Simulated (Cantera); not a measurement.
Feed: 1 mol TEOS, 1.3 mol O3, 1.2 mol N2, equilibrated at 30.0 Pa.

Equilibrium computed with Cantera from the NASA thermochemical tables; the gas is ideal and each condensed phase is pure. Candidate condensed phases: C, C6H6, C7H8, C8H18, H2O, Si, SiC, SiO2, Si2N2O, Si3N4; 151 gas species. The feed counts by its element totals alone. Rates play no part.

**Question.** At 1550 K, list the 4 most abundant gas species with their mole fractions, and the condensed phases.

**Answer.** H2 0.523, CO 0.390, N2 0.0628, SiO 0.0236. Condensed: SiC(s).
